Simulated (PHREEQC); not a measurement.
A solution holds 0.00072 mol/kgw HF, 0.042 mol/kgw NH4HF2, 8.4e-07 mol/kgw H4SiO4 and 0.0086 mol/kgw H3PO4, at 25 °C. Closed to the air; pH follows from the charge balance.

All values are PHREEQC results (ion-association model, phreeqc.dat), not measurements.

Precipitation was switched off in this run.

Order these F species by the share of F that they hold, largest first: HF2-, HF, F-.

HF (52 %), F- (36 %), HF2- (12 %)

The pH is 2.93 and the ionic strength 0.0434 mol/kgw. SiF6-2 is the database's only silicon fluoride.
